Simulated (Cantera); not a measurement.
Input (Python, Cantera):

```python
import numpy as np
import cantera as ct

gas = ct.Solution("SiF4_NH3_mec.yaml", "gas")
gas.TPX = 1450, 1333, {'NH3': 1, 'N2': 1.1}
reactor = ct.IdealGasConstPressureReactor(gas, energy="off", clone=False)
net = ct.ReactorNet([reactor])
net.rtol, net.atol = 1e-08, 1e-18
show = ['NH3', 'N', 'N2', 'H2', 'N2H2', 'H', 'NH2']
times = np.geomspace(0.0002, 300, 11)

steps = ct.SolutionArray(gas, extra=["t"])
rows = []
print(f"{'t/s':>10s}{'T/K':>9s}{'P/Pa':>11s}" + "".join(f"{s:>11s}" for s in show))
for t in times:
    while net.time < t:
        t_next = net.step()
        steps.append(gas.state, t=t_next)
    rows.append([np.interp(t, steps.t, y) for y in (steps.T, steps.P, *steps(*show).X.T)])
    print(f"{t:10.3e}{rows[-1][0]:9.1f}{rows[-1][1]:11.4g}" + "".join(f"{x:11.3e}" for x in rows[-1][2:]))
rate = np.gradient(steps.T, steps.t)
print("integrator steps:", len(steps.t))
if steps.T.max() > steps.T[0] + 200:
    print(f"time of steepest temperature rise: {steps.t[rate.argmax()]:.4e} s")
gas.TPX = 1450, 1333, {'NH3': 1, 'N2': 1.1}
gas.equilibrate("TP")
print(f"equilibrium (TP): T = {gas.T:.1f} K  " + "  ".join(f"{s} {gas[s].X[0]:.3e}" for s in show))
```

Result:

```
       t/s      T/K       P/Pa        NH3          N         N2         H2       N2H2          H        NH2
 2.000e-04   1450.0       1333  4.762e-01  1.788e-22  5.238e-01  2.799e-09  1.254e-16  4.616e-10  6.059e-09
 8.292e-04   1450.0       1333  4.762e-01  1.790e-20  5.238e-01  1.305e-08  1.015e-14  4.620e-10  2.657e-08
 3.438e-03   1450.0       1333  4.762e-01  1.955e-18  5.238e-01  5.558e-08  6.582e-13  4.620e-10  1.116e-07
 1.425e-02   1450.0       1333  4.762e-01  2.646e-16  5.238e-01  2.320e-07  2.959e-11  4.626e-10  4.641e-07
 5.908e-02   1450.0       1333  4.762e-01  2.657e-14  5.238e-01  9.741e-07  7.712e-10  4.753e-10  1.924e-06
 2.449e-01   1450.0       1333  4.762e-01  6.085e-13  5.238e-01  4.921e-06  1.511e-08  7.299e-10  7.960e-06
 1.016e+00   1450.0       1333  4.761e-01  1.547e-11  5.238e-01  8.362e-05  2.360e-07  6.826e-09  3.079e-05
 4.210e+00   1450.0       1333  4.748e-01  2.036e-10  5.238e-01  1.353e-03  5.207e-07  7.067e-08  4.569e-05
 1.745e+01   1450.0       1333  4.692e-01  1.010e-09  5.237e-01  7.081e-03  5.036e-07  3.231e-07  4.404e-05
 7.236e+01   1450.0       1333  4.477e-01  3.242e-09  5.233e-01  2.895e-02  4.406e-07  1.237e-06  4.018e-05
 3.000e+02   1450.0       1333  3.788e-01  5.113e-09  5.222e-01  9.889e-02  2.968e-07  4.107e-06  3.322e-05
integrator steps: 781
equilibrium (TP): T = 1450.0 K  NH3 2.297e-07  N 1.004e-13  N2 5.161e-01  H2 4.838e-01  N2H2 8.618e-17  H 5.735e-05  NH2 5.757e-11
```

Detailed kinetics in Cantera: the gas-phase N/H chemistry of the illustrative SiF4/NH3 mechanism in the Surface Chemkin manual (1991). Walls and surfaces, which speed up NH3 decomposition in real reactors, are not modelled.
